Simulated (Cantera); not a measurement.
A perfectly stirred reactor is fed with NO : N2 = 1 : 0.18 (molar parts), at 1350 Torr; it is held at 1673 K, and followed from long to short residence time.

Detailed kinetics in Cantera: GRI-Mech 3.0 (53 species, 325 reactions).

Q: What does this change do: N2 0.18 to 0.039 parts?

A: 
| quantity | before | after |
|---|---|---|
| x(NO) at τ = 9.20 s | 0.419 | 0.456 |
| x(N2O) at τ = 9.20 s | 6.84e-5 | 8.07e-5 |
| x(O) at τ = 9.20 s | 1.17e-5 | 1.27e-5 |
| x(O2) at τ = 9.20 s | 0.212 | 0.251 |
| x(N2) at τ = 9.20 s | 0.366 | 0.290 |
| x(NO) at τ = 0.300 s | 0.799 | 0.901 |
| x(N2O) at τ = 0.300 s | 0.000252 | 0.000319 |
| x(O) at τ = 0.300 s | 4.44e-6 | 4.94e-6 |
| x(O2) at τ = 0.300 s | 0.0230 | 0.0292 |
| x(N2) at τ = 0.300 s | 0.176 | 0.0675 |

Q: What does this change do: temperature 1673 to 1725 K?

A: 
| quantity | before | after |
|---|---|---|
| x(NO) at τ = 9.20 s | 0.419 | 0.340 |
| x(N2O) at τ = 9.20 s | 6.84e-5 | 4.62e-5 |
| x(O) at τ = 9.20 s | 1.17e-5 | 2.21e-5 |
| x(O2) at τ = 9.20 s | 0.212 | 0.253 |
| x(N2) at τ = 9.20 s | 0.366 | 0.406 |
| x(NO) at τ = 0.300 s | 0.799 | 0.771 |
| x(N2O) at τ = 0.300 s | 0.000252 | 0.000243 |
| x(O) at τ = 0.300 s | 4.44e-6 | 9.38e-6 |
| x(O2) at τ = 0.300 s | 0.0230 | 0.0370 |
| x(N2) at τ = 0.300 s | 0.176 | 0.190 |

Q: What does this change do: temperature 1673 to 1923 K?

A: 
| quantity | before | after |
|---|---|---|
| x(NO) at τ = 9.20 s | 0.419 | 0.116 |
| x(N2O) at τ = 9.20 s | 6.84e-5 | 6.14e-6 |
| x(O) at τ = 9.20 s | 1.17e-5 | 0.000165 |
| x(O2) at τ = 9.20 s | 0.212 | 0.366 |
| x(N2) at τ = 9.20 s | 0.366 | 0.518 |
| x(NO) at τ = 0.300 s | 0.799 | 0.565 |
| x(N2O) at τ = 0.300 s | 0.000252 | 0.000143 |
| x(O) at τ = 0.300 s | 4.44e-6 | 0.000105 |
| x(O2) at τ = 0.300 s | 0.0230 | 0.140 |
| x(N2) at τ = 0.300 s | 0.176 | 0.293 |
